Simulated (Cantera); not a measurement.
Feed: 1 mol MgSO₄, 0.25 mol H₂, 0.025 mol CO₂, held at 18.0 Pa.

Method: chemical equilibrium by Gibbs-energy minimisation in Cantera with the NASA 1993 tables (ideal gas, pure condensed phases). Candidate condensed phases: C, C₆H₆, C₇H₈, C₈H₁₈, H₂O, H₂SO₄, Mg, MgCO₃, MgO, Mg(OH)₂, MgS, MgSO₄, S; 130 gas species. Kinetics and transport are ignored. All values below are at 1648 K.

Base state: SO₂ 0.605, O₂ 0.226, H₂O 0.150, CO₂ 0.0150, OH 0.00272, O 0.000897, SO 0.000293, H₂ 0.000269 (mole fractions); condensed: MgO(s).

**Question.** What changes in the equilibrium state with this change: H₂ from 0.25 to 1 mol?

**Answer.** 
```
species        before     after
-----------  --------  --------
SO₂             0.605     0.489
H₂O             0.150     0.484
CO₂            0.0150    0.0118
O₂              0.226   0.00403
H₂           0.000269   0.00652
SO₃           7.27e-5   7.85e-6
O            0.000897  0.000120
SO           0.000293   0.00177
CO            8.67e-5  0.000509
MgO(s), mol     1.000     1.000
```

**Question.** What changes in the equilibrium state with this change: H₂ from 0.25 to 0.34 mol?

**Answer.** 
```
species        before     after
-----------  --------  --------
SO₂             0.605     0.589
H₂O             0.150     0.198
O₂              0.226     0.194
CO₂            0.0150    0.0146
H₂           0.000269  0.000386
H            0.000109  0.000130
SO₃           7.27e-5   6.54e-5
OH            0.00272   0.00301
MgO(s), mol     1.000     1.000
```
